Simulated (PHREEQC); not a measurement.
## Brine

Consider water at 20 °C with 0.44 mol H2SO4, 0.21 mol Na2SO4 and 1.3 mol KBr per kg of water. Closed to the air; pH follows from the charge balance.

All values are PHREEQC results (Pitzer model, pitzer.dat), not measurements.

No solid was allowed to form.

Problem. Predict the pH.

Solution. pH 0.29.

Problem. In which forms is S present?

Solution. HSO4- 69 %, SO4-2 31 % of the S.

In brines, pH and single-ion activities rest on the MacInnes convention.
